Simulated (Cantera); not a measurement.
**Hydrocarbon pyrolysis for carbon deposition**

An isothermal, constant-pressure homogeneous reactor starts with 35.7 % CH4, 64.3 % N2, at 1875 K and 760 Torr.

Cantera simulation using GRI-Mech 3.0 (53 species, 325 reactions); the numbers are that mechanism's predictions, not measurements. GRI-Mech 3.0 stops at C3 and has no aromatics, soot or wall deposition, so with more carbon than oxygen in the feed, carbon stays in small species such as C2H2 where larger ones or solid carbon would form.

| t (s) | x CH4 | x CH2 | x HCN | x C2H4 | x H2 | x C2H2 | x CH3 |
|---|---|---|---|---|---|---|---|
| 2.00e-5 | 0.354 | 6.41e-7 | 4.30e-11 | 0.000154 | 0.00146 | 1.97e-6 | 0.00205 |
| 4.78e-5 | 0.347 | 2.14e-6 | 5.02e-10 | 0.00158 | 0.00603 | 7.36e-5 | 0.00391 |
| 0.000114 | 0.318 | 4.65e-6 | 7.64e-9 | 0.00992 | 0.0309 | 0.00207 | 0.00581 |
| 0.000274 | 0.242 | 4.32e-6 | 6.45e-8 | 0.0189 | 0.111 | 0.0230 | 0.00490 |
| 0.000654 | 0.160 | 2.63e-6 | 2.05e-7 | 0.00771 | 0.210 | 0.0642 | 0.00301 |
| 0.00156 | 0.0937 | 1.65e-6 | 4.61e-7 | 0.00238 | 0.288 | 0.0941 | 0.00177 |
| 0.00374 | 0.0472 | 9.57e-7 | 8.70e-7 | 0.00103 | 0.341 | 0.113 | 0.000922 |
| 0.00894 | 0.0212 | 4.88e-7 | 1.40e-6 | 0.000746 | 0.370 | 0.123 | 0.000429 |
| 0.0214 | 0.00917 | 2.28e-7 | 2.00e-6 | 0.000716 | 0.384 | 0.127 | 0.000190 |
| 0.0511 | 0.00443 | 1.15e-7 | 2.67e-6 | 0.000722 | 0.389 | 0.129 | 9.28e-5 |
| 0.122 | 0.00312 | 8.19e-8 | 3.63e-6 | 0.000725 | 0.391 | 0.130 | 6.56e-5 |
| 0.292 | 0.00301 | 7.92e-8 | 5.73e-6 | 0.000725 | 0.391 | 0.130 | 6.33e-5 |
| 0.699 | 0.00301 | 7.91e-8 | 1.12e-5 | 0.000725 | 0.391 | 0.130 | 6.33e-5 |
| 1.67 | 0.00301 | 7.91e-8 | 2.63e-5 | 0.000725 | 0.391 | 0.130 | 6.33e-5 |
| 4.00 | 0.00301 | 7.91e-8 | 6.89e-5 | 0.000725 | 0.391 | 0.130 | 6.33e-5 |
x: mole fraction; the columns are a selection and need not sum to one.

Equilibrium at this temperature and pressure: CH4 0.00228, CH2 5.98e-8, HCN 0.113, C2H4 0.000414, H2 0.392, C2H2 0.0738, CH3 4.79e-5 (gas phase only).
